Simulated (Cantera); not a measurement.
**Adiabatic ignition**

An adiabatic, constant-pressure homogeneous reactor starts with 4.03 % CH₄, 20.2 % O₂, 75.8 % N₂, at 1775 K and 750 Torr.

Computed with Cantera and GRI-Mech 3.0 (53 species, 325 reactions).

```
t (s)     T (K)   x CH₄   x O₂     x N₂O      x NO    x CH₂O      x CO       x H
--------  -----  ------  -----  --------  --------  --------  --------  --------
2.00e-6    1775  0.0403  0.202  1.33e-11    <1e-12   9.85e-8  7.32e-10   3.41e-7
4.80e-6    1775  0.0403  0.202  4.78e-11    <1e-12   7.28e-7   8.82e-9   3.68e-7
1.15e-5    1775  0.0403  0.202  2.02e-10  3.06e-12   5.13e-6   1.09e-7   4.51e-7
2.76e-5    1775  0.0401  0.202  9.80e-10  1.29e-11   3.85e-5   1.94e-6   8.21e-7
6.62e-5    1776  0.0390  0.201   5.77e-9  9.95e-11  0.000395   8.98e-5   5.81e-6
0.000159   2247  <1e-12  0.116   3.87e-7   2.36e-5  1.10e-11    0.0135   0.00664
0.000381   2428  <1e-12  0.116   6.06e-7  0.000284  3.53e-12   0.00629   0.00205
0.000913   2491  <1e-12  0.117   7.48e-7  0.000869  1.97e-12   0.00395  0.000924
0.00219    2493  <1e-12  0.117   7.55e-7   0.00211  1.88e-12   0.00379  0.000865
0.00525    2489  <1e-12  0.115   7.60e-7   0.00475  1.83e-12   0.00373  0.000844
0.0126     2482  <1e-12  0.113   7.82e-7   0.00928  1.74e-12   0.00364  0.000808
0.0302     2475  <1e-12  0.111   8.19e-7    0.0139  1.66e-12   0.00354  0.000773
0.0725     2472  <1e-12  0.110   8.34e-7    0.0154  1.63e-12   0.00351  0.000762
0.174      2472  <1e-12  0.110   8.35e-7    0.0155  1.63e-12   0.00351  0.000762
0.417      2472  <1e-12  0.110   8.35e-7    0.0155  1.63e-12   0.00351  0.000762
1.00       2472  <1e-12  0.110   8.35e-7    0.0155  1.63e-12   0.00351  0.000762
```
x: mole fraction; the columns are a selection and need not sum to one.

The time of steepest temperature rise is 0.126 ms and the temperature at 1.00 s is 2472 K. The equilibrium temperature is 2472 K. The x(CH₄) at 1.00 s comes out as <1e-12 (gas-phase equilibrium <1e-12). The x(O₂) at 1.00 s is 0.110 (gas-phase equilibrium 0.110) and the x(N₂O) at 1.00 s is 8.35e-7 (gas-phase equilibrium 8.35e-7).
